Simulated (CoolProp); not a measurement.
R11 at several states: density (kg/m³) from the reference equation and from simpler models built on Tc = 198.0 °C, pc = 4.408 MPa, ω = 0.189; each cubic takes its own stable root.

Model: reference Helmholtz-energy equation of state, Jacobsen 1992, in CoolProp.

```json
[
 {"T (°C)": "65.35", "p (MPa)": "4.1", "phase": "liquid", "reference": "1390"},
 {"T (°C)": "-100.95", "p (MPa)": "0.507", "phase": "liquid", "reference": "1750"},
 {"T (°C)": "-7.85", "p (MPa)": "18.1", "phase": "liquid", "reference": "1584"},
 {"T (°C)": "-19.35", "p (MPa)": "0.446", "phase": "liquid", "reference": "1578"}
]
```

Question: How far does each simpler model (Soave-Redlich-Kwong, Peng-Robinson) lie from the reference over these 4 states: mean and median of the absolute difference, and the worst?

Answer: 
- Soave-Redlich-Kwong: mean 5.8 %, median 5.6 %, worst -7.4 % at -100.95 °C and 0.507 MPa
- Peng-Robinson: mean 6.0 %, median 6.6 %, worst +6.9 % at -7.85 °C and 18.1 MPa
